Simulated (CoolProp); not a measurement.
Properties of ammonia at several states (Tc = 405.6 K, pc = 11.36 MPa, ω = 0.256).

Computed with CoolProp (reference Helmholtz-energy equation of state, Gao 2020).

```json
[
 {"T (K)": "339.4", "p (MPa)": "23.2", "phase": "liquid", "density (kg/m³)": "563.5", "cp (kJ/(kg K))": "4.827", "speed of sound (m/s)": "1215", "Joule-Thomson coefficient (K/MPa)": "-0.02870"},
 {"T (K)": "463.6", "p (MPa)": "0.0317", "phase": "gas", "density (kg/m³)": "0.1401", "cp (kJ/(kg K))": "2.394", "speed of sound (m/s)": "533.1", "Joule-Thomson coefficient (K/MPa)": "6.970"},
 {"T (K)": "678.8", "p (MPa)": "13.9", "phase": "supercritical", "density (kg/m³)": "44.39", "cp (kJ/(kg K))": "3.136", "speed of sound (m/s)": "624.4", "Joule-Thomson coefficient (K/MPa)": "2.157"},
 {"T (K)": "294.5", "p (MPa)": "1.17", "phase": "liquid", "density (kg/m³)": "608.6", "cp (kJ/(kg K))": "4.746", "speed of sound (m/s)": "1366", "Joule-Thomson coefficient (K/MPa)": "-0.09483"}
]
```
